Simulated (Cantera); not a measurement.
What does this Cantera script print?

```python
import numpy as np
import cantera as ct

gas_names = [...]  # 123 gases of nasa_gas.yaml made of C, H, O, Si
cond_names = """
    C(gr) C6H6(L) C7H8(L) C8H18(L),n-octa H2O(s) H2O(L) Si(cr) Si(L) SiC(b) SiO2(Lqz) SiO2(hqz) SiO2(L)
""".split()


# ... load() reads the species with a 1 bar reference pressure and builds the phases ...
atoms = {
    'Si': {'Si': 1},
    'CO2': {'C': 1, 'O': 2},
    'H2': {'H': 2},
}
top_T = {'C(gr)': 4500, 'SiC(b)': 3050}  # K; cautious upper limits of use, not melting points


# ... equilibrate(T, P, feed) seeds the gas with the atoms and calls Mixture.equilibrate('TP', solver="vcs", rtol=1e-11, max_steps=5000) ...
results = []
feed = {'Si': 1, 'CO2': 1.2, 'H2': 5.4}  # mol
T = 925  # K
P = 10000  # Pa
mix = equilibrate(T, P, feed)
results.append((T, P, feed, dict(zip(mix.species_names, mix.species_moles))))
x = sorted(zip(gas.X, gas.species_names), reverse=True)
print(f"T = {T:g} K  P = {P:g} Pa  gas = {mix.phase_moles(0):.4g} mol")
print("   x: " + "  ".join(f"{s} {v:.3e}" for v, s in x if v > 1e-05))
print("   condensed (mol): " + ("  ".join(f"{mix.phase(i).name} {mix.phase_moles(i):.4g}"
      for i in range(1, mix.n_phases) if mix.phase_moles(i) > 1e-12) or "none"))
```

Output:

```
T = 925 K  P = 10000 Pa  gas = 5.641 mol
   x: H2 9.113e-01  CO 6.051e-02  CH4 1.885e-02  H2O 8.197e-03  CO2 1.101e-03
   condensed (mol): C(gr) 0.7461  SiO2(hqz) 1
```

Cantera equilibrium calculation (NASA polynomials, part measured and part estimated; ideal gas, pure solids and liquids).
